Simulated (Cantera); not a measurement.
Fe(CO)5 + O2 + H2 (iron carbonyl, mercury and lead vapours)

A closed system holds: 1 mol Fe(CO)5, 0.039 mol O2, 40 mol H2, at 0.0100 bar.

Equilibrium computed with Cantera from the NASA thermochemical tables; the gas is ideal and each condensed phase is pure. Candidate condensed phases: C, C6H6, C7H8, C8H18, Fe, Fe(CO)5, FeO, Fe(OH)2, Fe(OH)3, Fe2O3, Fe3O4, H2O; 114 gas species. Condensed phases not in the tables: cementite and carbon dissolved in iron. Equilibrium is a limit: real reactors are often held back by kinetics, nucleation or transport.

```
T (K)  log p H2  log p CO  log p H2O  log p CH4  log p CO2  log p H  log p Fe  log p C2H6  n C(graphite)  n Fe(α)  n Fe(γ)
-----  --------  --------  ---------  ---------  ---------  -------  --------  ----------  -------------  -------  -------
750       -2.06     -3.29      -3.39      -3.62      -3.83   -13.53      <-14      -10.18           1.23     1.00        0
800       -2.06     -3.07      -3.76      -3.98      -4.15   -12.57      <-14      -10.61          0.540     1.00        0
850       -2.05     -2.99      -4.19      -4.31      -4.64   -11.72      <-14      -11.00         0.0940     1.00        0
900       -2.05     -2.96      -4.54      -4.70      -5.09   -10.96      <-14      -11.53              0     1.00        0
950       -2.05     -2.96      -4.71      -5.21      -5.37   -10.28      <-14      -12.31              0     1.00        0
1000      -2.05     -2.96      -4.79      -5.75      -5.54    -9.67    -13.83      -13.19              0     1.00        0
1050      -2.05     -2.96      -4.81      -6.29      -5.64    -9.12    -12.81        <-14              0     1.00        0
1100      -2.05     -2.96      -4.81      -6.80      -5.72    -8.61    -11.90        <-14              0     1.00        0
1150      -2.05     -2.95      -4.80      -7.27      -5.78    -8.15    -11.07        <-14              0     1.00        0
1200      -2.05     -2.95      -4.80      -7.70      -5.84    -7.73    -10.30        <-14              0        0     1.00
1250      -2.05     -2.95      -4.79      -8.10      -5.89    -7.34     -9.61        <-14              0        0    1.000
1300      -2.05     -2.95      -4.79      -8.46      -5.94    -6.98     -8.96        <-14              0        0    1.000
```
log p: log10 of the partial pressure in bar; n: condensed amount in mol.

From 750 K to 850 K the condensed part is C(graphite) + Fe(α). From 900 K to 1150 K the condensed part is Fe(α). From 1200 K to 1300 K the condensed part is Fe(γ).
